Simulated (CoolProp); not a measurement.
Isobutene along the isobar 5.23 MPa: density (kg/m³) from the reference equation and from simpler models built on Tc = 418.1 K, pc = 4.016 MPa, ω = 0.193; each cubic takes its own stable root.

Model: reference Helmholtz-energy equation of state, Lemmon 2005, in CoolProp. It is a short technical equation, of lower accuracy than the large ones.

```tsv
T (K)	phase	reference
278.8	liquid	619.0
295.2	liquid	600.5
311.5	liquid	581.2
327.9	liquid	560.5
344.3	liquid	538.2
360.6	liquid	513.9
377	liquid	486.1
393.4	liquid	453.0
409.7	liquid	410.1
426.1	supercritical	337.5
442.5	supercritical	183.4
458.8	supercritical	135.2
475.2	supercritical	114.8
491.6	supercritical	102.3
507.9	supercritical	93.38
```

Q: How far does each simpler model (van der Waals, Soave-Redlich-Kwong) lie from the reference over these 15 states: mean and median of the absolute difference, and the worst?

A: 
- van der Waals: mean 25.0 %, median 33.7 %, worst -36.3 % at 278.8 K and 5.23 MPa
- Soave-Redlich-Kwong: mean 8.1 %, median 7.3 %, worst -18.0 % at 426.1 K and 5.23 MPa
